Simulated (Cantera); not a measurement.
**Adiabatic ignition**

An adiabatic, constant-pressure homogeneous reactor starts with 18.6 % CH₄, 0.984 % C₂H₆, 16.9 % O₂, 63.5 % N₂, at 1148 K and 760 Torr.

Computed with Cantera and GRI-Mech 3.0 (53 species, 325 reactions).

```
t (s)     T (K)     x CH₄    x C₂H₆     x O₂      x OH       x O     x CH₂     x HO₂
--------  -----  --------  --------  -------  --------  --------  --------  --------
8.00e-6    1148     0.186   0.00984    0.169  6.33e-12  2.56e-12    <1e-12   4.30e-9
1.80e-5    1148     0.186   0.00984    0.169  1.42e-11  5.61e-12    <1e-12   1.02e-8
4.04e-5    1148     0.186   0.00984    0.169  3.23e-11  1.25e-11    <1e-12   2.56e-8
9.09e-5    1148     0.186   0.00984    0.169  7.41e-11  2.77e-11    <1e-12   7.10e-8
0.000204   1148     0.186   0.00984    0.169  1.81e-10  6.19e-11    <1e-12   2.20e-7
0.000460   1148     0.186   0.00984    0.169  5.25e-10  1.47e-10    <1e-12   7.29e-7
0.00103    1148     0.186   0.00984    0.169   2.03e-9  4.36e-10    <1e-12   2.26e-6
0.00232    1148     0.186   0.00982    0.169   8.38e-9   1.60e-9  1.07e-12   5.14e-6
0.00522    1149     0.186   0.00975    0.169   1.55e-8   2.89e-9  2.75e-12   7.00e-6
0.0117     1152     0.185   0.00953    0.168   2.80e-8   5.08e-9  6.18e-12   1.02e-5
0.0264     1180     0.179   0.00835    0.163   2.19e-7   3.68e-8  1.23e-10   3.47e-5
0.0594     2024  0.000976   4.55e-8  2.10e-8   4.06e-5   1.11e-7   4.17e-7  1.76e-11
0.133      2016   8.41e-6  3.38e-12  1.74e-8   3.61e-5   9.87e-8   2.99e-9  1.43e-11
0.300      2016  9.43e-10    <1e-12  1.76e-8   3.63e-5   1.00e-7    <1e-12  1.44e-11
```
x: mole fraction; the columns are a selection and need not sum to one.

```
Quantity                                                              Result
---------------------------------  -----------------------------------------
time of steepest temperature rise                                    32.9 ms
temperature at 0.300 s                                                2016 K
equilibrium temperature                                               2016 K
x(CH₄) at 0.300 s                  9.43e-10 (gas-phase equilibrium 8.79e-10)
x(C₂H₆) at 0.300 s                     <1e-12 (gas-phase equilibrium <1e-12)
x(O₂) at 0.300 s                     1.76e-8 (gas-phase equilibrium 1.77e-8)
```
